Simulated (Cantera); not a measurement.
A perfectly stirred reactor is fed with CH4 : O2 : N2 = 1 : 3.39 : 25.8 (molar parts), at 1500000 Pa; it is adiabatic with a 723 K inlet, and is followed from long to short residence time, starting on the burning branch (τ in s: 0.39, 0.14, 0.049, 0.018, 0.0062, 0.0022, 0.00078, 0.00028, 9.9e-05).

Computed with Cantera and GRI-Mech 3.0 (53 species, 325 reactions). The pressure lies above the range GRI-Mech 3.0 was tuned for (to about 10 atm).

Q: What does this change do: inlet temperature 723 to 675 K?

A: 
| quantity | before | after |
|---|---|---|
| blow-out, bracketed by the residence times tried | burning at 6.20 ms, out at 2.20 ms | burning at 6.20 ms, out at 2.20 ms |
| x(CH4) at τ = 0.390 s | 8.56e-6 | 1.56e-5 |
| x(O2) at τ = 0.390 s | 0.0461 | 0.0461 |
| x(CH2CO) at τ = 0.390 s | 1.52e-8 | 5.50e-8 |
| x(C2H2) at τ = 0.390 s | 1.98e-8 | 6.14e-8 |
| x(CO) at τ = 0.390 s | 6.41e-5 | 0.000107 |
| x(CH4) at τ = 6.20 ms | 0.000419 | 0.000994 |
| x(O2) at τ = 6.20 ms | 0.0487 | 0.0515 |
| x(CH2CO) at τ = 6.20 ms | 7.07e-6 | 1.70e-5 |
| x(C2H2) at τ = 6.20 ms | 1.22e-6 | 1.62e-6 |
| x(CO) at τ = 6.20 ms | 0.00342 | 0.00634 |

Q: What does this change do: inlet temperature 723 to 800 K?

A: 
```csv
quantity,before,after
"blow-out, bracketed by the residence times tried","burning at 6.20 ms, out at 2.20 ms","burning at 2.20 ms, out at 0.780 ms"
x(CH4) at τ = 0.390 s,8.56e-6,4.25e-6
x(O2) at τ = 0.390 s,0.0461,0.0461
x(CH2CO) at τ = 0.390 s,1.52e-8,2.87e-9
x(C2H2) at τ = 0.390 s,1.98e-8,4.37e-9
x(CO) at τ = 0.390 s,6.41e-5,3.60e-5
x(CH4) at τ = 6.20 ms,0.000419,0.000150
x(O2) at τ = 6.20 ms,0.0487,0.0471
x(CH2CO) at τ = 6.20 ms,7.07e-6,1.56e-6
x(C2H2) at τ = 6.20 ms,1.22e-6,6.52e-7
x(CO) at τ = 6.20 ms,0.00342,0.00143
```

Q: What does this change do: inlet temperature 723 to 350 K?

A: 
```tsv
quantity	before	after
blow-out, bracketed by the residence times tried	burning at 6.20 ms, out at 2.20 ms	burning at 0.390 s, out at 0.140 s
x(CH4) at τ = 0.390 s	8.56e-6	0.00110
x(O2) at τ = 0.390 s	0.0461	0.0505
x(CH2CO) at τ = 0.390 s	1.52e-8	5.65e-6
x(C2H2) at τ = 0.390 s	1.98e-8	8.77e-7
x(CO) at τ = 0.390 s	6.41e-5	0.00420
x(CH4) at τ = 6.20 ms	0.000419	0.0331
x(O2) at τ = 6.20 ms	0.0487	0.112
x(CH2CO) at τ = 6.20 ms	7.07e-6	<1e-12
x(C2H2) at τ = 6.20 ms	1.22e-6	<1e-12
x(CO) at τ = 6.20 ms	0.00342	<1e-12
```
